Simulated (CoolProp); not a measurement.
Vapour-liquid equilibrium of R141b (1) + n-pentane (2) at 27.4 kPa; x and y are mole fractions of (1).

The numbers come from the multi-fluid Helmholtz-energy mixture model, Lemmon 2006 and Thol 2019; pair parameters Bell 2016 in CoolProp.

Give the bubble temperature and the first vapour's composition at x = 0.05, 0.5, 0.725. Is there an azeotrope?

x = 0.05: 274.7 K, y = 0.090; x = 0.5: 271.3 K, y = 0.526; x = 0.725: 271.3 K, y = 0.704. y crosses x between x = 0.575 and 0.65: the model has an azeotrope there.

Pair parameters are fitted to limited data, so mixtures are less certain than the pure fluids.
